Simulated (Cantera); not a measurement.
## Thermodynamics of silicon carbide growth, feed SiH4 + C3H8 + H2

Charge: 1 mol SiH4, 0.22 mol C3H8, 18 mol H2, held at 0.270 bar.

Cantera equilibrium calculation (NASA polynomials, part measured and part estimated; ideal gas, pure solids and liquids). Candidate condensed phases: C, C6H6, C7H8, C8H18, Si, SiC; 87 gas species. Mutual solubility and eutectic melting of coexisting phases are not modelled. Gases not in the tables: Si2H6 and higher silanes. The numbers say what is thermodynamically allowed, not how fast it happens.

From 950 K to 1550 K the condensed part is Si(s) + SiC(s). From 1700 K to 2300 K the condensed part is Si(l) + SiC(s). From 2450 K to 2600 K the condensed part is SiC(s). The main Si-bearing gas is SiH4 at 950 K and Si at 2600 K.

```
T (K)   x H2       x H      x Si  x C2H2 (acetylene)    x Si2C     x SiH    x SiC2    x SiH2  n Si(s)  n SiC(s)  n Si(l)
-----  -----  --------  --------  ------------------  --------  --------  --------  --------  -------  --------  -------
950    1.000   1.07e-9    <1e-12              <1e-12    <1e-12    <1e-12    <1e-12  2.03e-11    0.340     0.660        0
1100   1.000   4.98e-8    <1e-12              <1e-12    <1e-12  1.37e-12    <1e-12   1.32e-9    0.340     0.660        0
1250   1.000   9.30e-7  3.08e-11            1.29e-12    <1e-12  1.76e-10    <1e-12   3.13e-8    0.340     0.660        0
1400   1.000   9.36e-6   3.05e-9            5.79e-11  1.99e-12   7.91e-9    <1e-12   3.77e-7    0.340     0.660        0
1550   1.000   6.06e-5   1.23e-7             1.24e-9  2.74e-10   1.68e-7    <1e-12   2.79e-6    0.340     0.660        0
1700   1.000  0.000284   2.51e-6             1.61e-8   1.52e-8   2.02e-6  4.34e-12   1.42e-5        0     0.660    0.340
1850   0.999   0.00104   2.39e-5             2.37e-7   3.28e-7   1.23e-5  4.19e-10   4.21e-5        0     0.660    0.338
2000   0.997   0.00312  0.000161             2.30e-6   4.42e-6   5.67e-5   2.01e-8  0.000106        0     0.660    0.333
2150   0.991   0.00808  0.000831             1.62e-5   4.09e-5  0.000210   5.54e-7  0.000232        0     0.658    0.313
2300   0.977    0.0184   0.00345             8.70e-5  0.000280  0.000651   9.82e-6  0.000456        0     0.650    0.238
2450   0.946    0.0376    0.0119            0.000379   0.00149   0.00172  0.000122  0.000797        0     0.606        0
2600   0.897    0.0700    0.0194             0.00453   0.00355   0.00218   0.00207  0.000698        0     0.284        0
```
x: gas mole fraction; n: condensed amount in mol.
